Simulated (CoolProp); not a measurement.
Values from CoolProp's reference Helmholtz-energy equation of state, Lemmon 2006. It is a short technical equation, of lower accuracy than the large ones.

**Question.** For carbonyl sulfide, give the phase and the Z, isothermal compressibility (1/MPa) at 130.85 °C and 3.92 MPa; 285.25 °C and 3.92 MPa; 323.95 °C and 3.92 MPa.

**Answer.** 
- 130.85 °C and 3.92 MPa: gas; Z 0.806, isothermal compressibility 0.327
- 285.25 °C and 3.92 MPa: gas; Z 0.943, isothermal compressibility 0.270
- 323.95 °C and 3.92 MPa: gas; Z 0.957, isothermal compressibility 0.266
